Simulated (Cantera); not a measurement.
An isothermal, constant-pressure homogeneous reactor starts with 0.218 % CH2O, 0.487 % O2, 99.3 % N2, equivalence ratio 0.45, at 1000 K and 8.10 bar.

Computed with Cantera and GRI-Mech 3.0 (53 species, 325 reactions).

One state of this run: x CH2O = 5.76e-9; x O2 = 0.00376; x C2H = <1e-12; x HCO = 1.44e-12; x CO = 0.00186; x C2H6 = <1e-12. x: mole fraction; the columns are a selection and need not sum to one.

Question: Which value of t (s) does it belong to?
A) 0.0250
B) 0.00573
C) 0.0524
D) 0.109

Answer: D, 0.109
